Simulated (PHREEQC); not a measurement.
Consider water at 20 °C with 0.00095 mol (NH4)2SO4 per kg of water. Closed to the air; pH follows from the charge balance.

All values are PHREEQC results (ion-association model, phreeqc.dat), not measurements.

Each row changes one thing in this solution. No solid was allowed to form.

| case | pH | NH4SO4- (mol/kgw) | NH3 (mol/kgw) | HSO4- (mol/kgw) |
|---|---|---|---|---|
| as made | 6.10 | 1.80e-5 | 8.85e-7 | 5.47e-8 |
| 6e-05 mol/kgw H2SO4 added | 3.97 | ? | 6.62e-9 | 7.68e-6 |
| diluted 100-fold with water | 6.92 | 2.26e-9 | ? | 9.73e-11 |
| diluted 5-fold with water | 6.42 | ? | 3.82e-7 | ? |
| 0.00016 mol/kgw MgSO4 added | 6.10 | 2.02e-5 | 8.88e-7 | 6.14e-8 |
| diluted 2-fold with water | 6.23 | 4.85e-6 | 6.17e-7 | 2.12e-8 |
| (NH4)2SO4 from 0.00095 to 9.5e-05 mol/kgw | 6.55 | ? | 2.63e-7 | 2.20e-9 |
| (NH4)2SO4 from 0.00095 to 0.00475 mol/kgw | 5.82 | 0.000328 | 2.10e-6 | 4.20e-7 |

**Question.** Some entries are withheld; supply them.

**Answer.** 
- 6e-05 mol/kgw H2SO4 added, NH4SO4- (mol/kgw): 1.88e-5
- diluted 100-fold with water, NH3 (mol/kgw): 6.27e-8
- diluted 5-fold with water, NH4SO4- (mol/kgw): 8.29e-7
- diluted 5-fold with water, HSO4- (mol/kgw): 5.86e-9
- (NH4)2SO4 from 0.00095 to 9.5e-05 mol/kgw, NH4SO4- (mol/kgw): 2.14e-7
